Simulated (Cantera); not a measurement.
Charge: 1 mol Cu₂O, 0.7 mol H₂, 3.5 mol N₂, held at 2075 K and 0.580 bar.

Method: chemical equilibrium by Gibbs-energy minimisation in Cantera with the NASA 1993 tables (ideal gas, pure condensed phases). Candidate condensed phases: Cu, CuO, Cu(OH)₂, Cu₂O, H₂O; 27 gas species. Kinetics and transport are ignored.

Base state: N₂ 0.790, H₂O 0.156, O₂ 0.0315, Cu 0.0145, NO 0.00363, OH 0.00260, H₂ 0.000576, O 0.000272 (mole fractions); condensed: Cu(l).

Q: What changes in the equilibrium state with this change: pressure from 0.580 bar to 5.70 bar?

A: 
```
species         before    after
------------  --------  -------
N₂               0.790    0.827
H₂O              0.156    0.165
O₂              0.0315  0.00431
Cu              0.0145  0.00148
Cu₂            7.67e-5  7.80e-6
O             0.000272  3.20e-5
CuO           0.000196  2.31e-5
H              8.40e-5  2.55e-5
Cu(l), mol        1.93     1.48
Cu₂O(l), mol         0    0.258
```
Each liquid is taken as pure. Mutual solubility and eutectic melting of coexisting phases are not modelled.

Q: What changes in the equilibrium state with this change: temperature from 2075 K to 1723.15 K?

A: 
| species | before | after |
|---|---|---|
| N₂ | 0.790 | 0.831 |
| H₂O | 0.156 | 0.166 |
| O₂ | 0.0315 | 0.00252 |
| Cu | 0.0145 | 0.000369 |
| Cu₂ | 7.67e-5 | 4.99e-7 |
| CuO | 0.000196 | 2.05e-6 |
| O | 0.000272 | 3.75e-6 |
| Cu(l), mol | 1.93 | 1.44 |
| Cu₂O(l), mol | 0 | 0.277 |
Each liquid is taken as pure. Mutual solubility and eutectic melting of coexisting phases are not modelled.
